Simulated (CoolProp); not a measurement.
m-xylene along the isobar 4.91 MPa: fugacity coefficient from the reference equation and from simpler models built on Tc = 616.9 K, pc = 3.535 MPa, ω = 0.326; each cubic takes its own stable root.

Values from CoolProp's reference Helmholtz-energy equation of state, Zhou 2012.

```csv
T (K),phase,reference,van der Waals,Redlich-Kwong,Soave-Redlich-Kwong,Peng-Robinson
510.4,liquid,0.1618,0.3165,0.2203,0.1707,0.1636
520.7,liquid,0.1867,0.3387,0.2460,0.1973,0.1889
531.1,liquid,0.2140,0.3614,0.2732,0.2262,0.2165
541.4,liquid,0.2429,0.3843,0.3012,0.2569,0.2459
551.7,liquid,0.2737,0.4074,0.3302,0.2896,0.2770
562.1,liquid,0.3065,0.4309,0.3602,0.3242,0.3102
572.4,liquid,0.3405,0.4542,0.3904,0.3600,0.3444
582.8,liquid,0.3760,0.4779,0.4213,0.3973,0.3802
593.1,liquid,0.4122,0.5012,0.4521,0.4350,0.4163
603.4,liquid,0.4489,0.5243,0.4828,0.4730,0.4528
```
